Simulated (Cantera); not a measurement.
Feed: 1 mol SiH₂Cl₂, 1.5 mol NH₃, 27 mol N₂, held at 677 °C and 1000 Pa.

These are equilibrium values from Cantera (NASA tables, ideal gas, pure condensed phases), not measurements of a reactor. Candidate condensed phases: NH₄Cl, Si, Si₃N₄; 28 gas species. Rates play no part.

What is the equilibrium state?


| Item | Result |
|---|---|
| x(N₂) | 0.865 |
| x(H₂) | 0.0723 |
| x(HCl) | 0.0628 |
| x(SiCl₄) | 0.000262 |
| x(SiHCl₃) | 1.38e-6 |
| n(Si₃N₄(s)) | 0.331 mol |
| gas amount | 31.33 mol |
| log10 activity of Si(s) (absent) | -6.50 |
